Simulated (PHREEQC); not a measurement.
Buffer: speciation

Make-up at 25 °C: 0.04 mmol/kgw NaHCO3, 0.00031 mmol/kgw Na2SO4 and 0.76 mmol/kgw LiCl. Closed to the air; pH follows from the charge balance.

Equilibrium calculation in PHREEQC: ion-association model, phreeqc.dat.

```yaml
pH: 7.92
ionic_strength: 0.000801 mol/kgw
total_alkalinity: 0.0400 meq/kg
```

| species | molality | activity | log γ |
|---|---|---|---|
| Cl- | 0.000760 | 0.000736 | -0.014 |
| Li+ | 0.000760 | 0.000736 | -0.014 |
| Na+ | 4.06e-5 | 3.93e-5 | -0.014 |
| HCO3- | 3.88e-5 | 3.76e-5 | -0.014 |
| CO2 | 1.02e-6 | 1.02e-6 | 0.000 |
| OH- | 8.66e-7 | 8.39e-7 | -0.014 |
| SO4-2 | 3.09e-7 | 2.72e-7 | -0.055 |
| CO3-2 | 1.66e-7 | 1.46e-7 | -0.055 |
| H+ | 1.24e-8 | 1.21e-8 | -0.013 |

No solid was allowed to form.
